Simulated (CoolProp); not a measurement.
Vapour-liquid equilibrium of R134a (1) + R236FA (2) at -16.65 °C; x and y are mole fractions of (1).

Computed with CoolProp (multi-fluid Helmholtz-energy mixture model, Tillner-Roth 1994 and Pan 2012; pair parameters Bell 2016).

| x | bubble pressure (MPa) | y at the bubble point | dew pressure at overall composition x (MPa) | liquid density (mol/L) |
|---|---|---|---|---|
| 0.05 | 0.05641 | 0.130 | 0.05329 | 9.948 |
| 0.15 | 0.06623 | 0.333 | 0.05725 | 10.22 |
| 0.25 | 0.07608 | 0.484 | 0.06184 | 10.51 |
| 0.35 | 0.08599 | 0.602 | 0.06721 | 10.81 |
| 0.45 | 0.09600 | 0.697 | 0.07359 | 11.13 |
| 0.55 | 0.1061 | 0.775 | 0.08129 | 11.47 |
| 0.65 | 0.1164 | 0.840 | 0.09076 | 11.82 |
| 0.75 | 0.1267 | 0.894 | 0.1027 | 12.19 |
| 0.85 | 0.1372 | 0.941 | 0.1182 | 12.58 |
| 0.95 | 0.1478 | 0.982 | 0.1393 | 13.00 |

No azeotrope shows between x = 0.05 and 0.95.

The pair parameters rest on a limited set of measurements; away from them the model extrapolates.
